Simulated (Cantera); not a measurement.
What does this Cantera script print?

```python
import numpy as np
import cantera as ct

gas = ct.Solution("gri30.yaml")


def delay(T, t_max=10):
    gas.TPX = T, 1000000, {'C3H8': 1.3, 'O2': 9.43, 'N2': 35.5}
    reactor = ct.IdealGasConstPressureReactor(gas, clone=False)
    net = ct.ReactorNet([reactor])
    net.rtol, net.atol = 1e-8, 1e-16
    while net.time < t_max:
        t_old, T_old = net.time, reactor.T
        net.step()
        if reactor.T > T + 400:  # ignition: a rise of 400 K
            return t_old + (T + 400 - T_old) / (reactor.T - T_old) * (net.time - t_old)
    return np.nan


taus = []
for T in [1150, 1250, 1350, 1450, 1550, 1650, 1750, 1850]:
    taus.append(delay(T))
    print(f"T0 = {T:6g} K   tau = {taus[-1]:.4e} s")
```

Output:

```
T0 =   1150 K   tau = 3.9158e-03 s
T0 =   1250 K   tau = 6.6408e-04 s
T0 =   1350 K   tau = 1.3445e-04 s
T0 =   1450 K   tau = 3.5337e-05 s
T0 =   1550 K   tau = 1.2194e-05 s
T0 =   1650 K   tau = 5.3324e-06 s
T0 =   1750 K   tau = 2.8169e-06 s
T0 =   1850 K   tau = 1.7189e-06 s
```

Model: GRI-Mech 3.0 (53 species, 325 reactions), integrated in Cantera. GRI-Mech 3.0 was tuned for natural gas; its chemistry of propane as a main component is partial and can be far from experiment.
